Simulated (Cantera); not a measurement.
Cantera run:

```python
import numpy as np
import cantera as ct

gas_names = """
    CL CL2 H HCL H2 N NH NH2 NH3 N2 N2H2 N2H4 Si SiCL SiCL2 SiCL3 SiCL4 SiH SiHCL3 SiH2 SiH2CL2 SiH3
    SiH3CL SiH4 SiN Si2 Si2N Si3
""".split()
cond_names = """
    NH4CL(a) NH4CL(b) Si(cr) Si(L) Si3N4(a)
""".split()


# ... load() reads the species with a 1 bar reference pressure and builds the phases ...
atoms = {
    'SiHCl3': {'Si': 1, 'H': 1, 'CL': 3},
    'NH3': {'N': 1, 'H': 3},
}
top_T = {'Si3N4(a)': 2400}  # K; cautious upper limits of use, not melting points


# ... equilibrate(T, P, feed) seeds the gas with the atoms and calls Mixture.equilibrate('TP', solver="vcs", rtol=1e-11, max_steps=5000) ...
results = []
feed = {'SiHCl3': 1, 'NH3': 9.4}  # mol
T = 1350  # K
P = 92000  # Pa
mix = equilibrate(T, P, feed)
results.append((T, P, feed, dict(zip(mix.species_names, mix.species_moles))))
x = sorted(zip(gas.X, gas.species_names), reverse=True)
print(f"T = {T:g} K  P = {P:g} Pa  gas = {mix.phase_moles(0):.4g} mol")
print("   x: " + "  ".join(f"{s} {v:.3e}" for v, s in x if v > 0.001))
print("   condensed (mol): " + ("  ".join(f"{mix.phase(i).name} {mix.phase_moles(i):.4g}"
      for i in range(1, mix.n_phases) if mix.phase_moles(i) > 1e-12) or "none"))
```

It prints:

```
T = 1350 K  P = 92000 Pa  gas = 20.13 mol
   x: H2 6.516e-01  N2 2.007e-01  HCL 1.471e-01
   condensed (mol): Si3N4(a) 0.3298
```

Method: chemical equilibrium by Gibbs-energy minimisation in Cantera with the NASA 1993 tables (ideal gas, pure condensed phases). The tables' values for SiCl3 are old estimates; treat these amounts as uncertain.
